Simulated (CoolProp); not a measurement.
Vapour pressure (kPa) of dimethyl ether: the reference equation beside estimates from Tc = 400.4 K, pc = 5337 kPa, ω = 0.196. Clausius-Clapeyron is anchored at 326.4 K with a constant enthalpy of vaporisation of 16.28 kJ/mol.

The numbers come from the reference Helmholtz-energy equation of state, Wu 2011 in CoolProp.

```
T (K)  reference  Lee-Kesler  Clausius-Clapeyron  Redlich-Kwong  Soave-Redlich-Kwong  Peng-Robinson
-----  ---------  ----------  ------------------  -------------  -------------------  -------------
317.5      994.5        1001                1045           1233                 1005          993.6
320.5       1072        1078                1108           1318                 1084           1071
323.4       1151        1158                1170           1405                 1165           1151
326.4       1237        1244                1237           1499                 1253           1238
329.4       1328        1336                1306           1596                 1346           1329
332.4       1423        1432                1378           1699                 1444           1426
335.4       1524        1533                1453           1805                 1546           1527
338.4       1629        1639                1530           1916                 1655           1634
341.4       1740        1750                1610           2032                 1768           1747
344.4       1857        1867                1692           2152                 1887           1865
347.4       1979        1989                1778           2276                 2012           1988
350.4       2107        2117                1866           2406                 2143           2118
353.4       2241        2251                1956           2540                 2279           2254
356.4       2381        2392                2050           2680                 2422           2396
359.4       2528        2539                2146           2824                 2572           2545
```

Absolute difference from the reference over all 15 rows, mean and median: Lee-Kesler 0.6 and 0.6 %, Clausius-Clapeyron 7.0 and 6.1 %, Redlich-Kwong 17.7 and 17.6 %, Soave-Redlich-Kwong 1.5 and 1.6 %, Peng-Robinson 0.3 and 0.3 %.
